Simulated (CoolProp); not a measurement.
Computed with CoolProp (reference Helmholtz-energy equation of state, Thol 2019).

Problem. For decamethylcyclopentasiloxane (D5), give the phase and the density (kg/m³), cv (kJ/(kg K)), isothermal compressibility (1/MPa), fugacity coefficient at 346.85 °C and 1.45 MPa; 346.85 °C and 2.28 MPa.

Solution. 
- 346.85 °C and 1.45 MPa: supercritical; density 478, cv 1.99, isothermal compressibility 0.258, fugacity coefficient 0.519
- 346.85 °C and 2.28 MPa: supercritical; density 536, cv 1.99, isothermal compressibility 0.0828, fugacity coefficient 0.371
